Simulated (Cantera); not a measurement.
Cantera run, input and output.

```python
import numpy as np
import cantera as ct

gas = ct.Solution("gri30.yaml")


def delay(T, t_max=10):
    gas.TPX = T, 101325, {'CH4': 1, 'H2': 0.69, 'O2': 3.45, 'N2': 13}
    reactor = ct.IdealGasConstPressureReactor(gas, clone=False)
    net = ct.ReactorNet([reactor])
    net.rtol, net.atol = 1e-8, 1e-16
    while net.time < t_max:
        t_old, T_old = net.time, reactor.T
        net.step()
        if reactor.T > T + 400:  # ignition: a rise of 400 K
            return t_old + (T + 400 - T_old) / (reactor.T - T_old) * (net.time - t_old)
    return np.nan


taus = []
for T in [1200, 1300, 1400, 1500, 1600, 1700, 1800]:
    taus.append(delay(T))
    print(f"T0 = {T:6g} K   tau = {taus[-1]:.4e} s")
```

Output:

```
T0 =   1200 K   tau = 1.2135e-03 s
T0 =   1300 K   tau = 5.4712e-04 s
T0 =   1400 K   tau = 2.7641e-04 s
T0 =   1500 K   tau = 1.5461e-04 s
T0 =   1600 K   tau = 9.3629e-05 s
T0 =   1700 K   tau = 6.0003e-05 s
T0 =   1800 K   tau = 4.0049e-05 s
```

Detailed kinetics in Cantera: GRI-Mech 3.0 (53 species, 325 reactions).
